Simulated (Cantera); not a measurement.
**Fluorocarbon and chlorocarbon gases: CH3Cl + HCl**

Input: 1 mol CH3Cl, 0.17 mol HCl, held at 3002 °C and 53.0 Pa.

These are equilibrium values from Cantera (NASA tables, ideal gas, pure condensed phases), not measurements of a reactor. Candidate condensed phases: C, C6H6, C7H8, C8H18; 91 gas species. Kinetics and transport are ignored.

| Property | Value |
|---|---|
| x(H) | 0.616 |
| x(Cl) | 0.228 |
| x(C) | 0.125 |
| x(C3) | 0.0146 |
| x(C2) | 0.0131 |
| x(H2) | 0.00171 |
| x(HCl) | 0.000946 |
| x(C2H) | 0.000279 |
| x(CH) | 3.54e-5 |
| gas amount | 5.107 mol |
| log10 activity of C(graphite) (absent) | -0.92 |
